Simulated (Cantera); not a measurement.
Charge: 1 mol AlN, 230 mol H₂, 3.8 mol N₂, equilibrated at 0.0760 bar.

These are equilibrium values from Cantera (NASA tables, ideal gas, pure condensed phases), not measurements of a reactor. Candidate condensed phases: Al, AlN; 13 gas species. Rates play no part.

x: gas mole fraction; n: condensed amount in mol.

```tsv
T (K)	x H₂	x N₂	x H	x Al	n AlN(s)
1375	0.984	0.0163	1.23e-5	2.22e-10	1.00
1425	0.984	0.0163	2.45e-5	1.57e-9	1.000
1475	0.984	0.0163	4.67e-5	9.74e-9	1.000
1525	0.984	0.0163	8.51e-5	5.35e-8	1.000
1575	0.984	0.0163	(withheld)	(withheld)	1.000
1625	0.983	0.0163	0.000254	1.17e-6	1.000
1675	0.983	0.0163	0.000418	4.77e-6	0.999
1725	0.983	0.0163	0.000668	1.79e-5	0.995
1775	0.983	0.0163	0.00104	6.20e-5	0.984
1825	0.982	0.0163	0.00158	0.000200	0.948
1875	0.980	0.0166	(withheld)	(withheld)	(withheld)
1925	0.978	0.0171	0.00343	0.00171	0.563
1975	0.973	0.0182	0.00490	0.00392	0
```

Q: Some entries are withheld; supply them.

A: 
- 1875, x H: 0.00235
- 1875, x Al: 0.000605
- 1875, n AlN(s): 0.844
- 1575, x H: 0.000150
- 1575, x Al: 2.63e-7
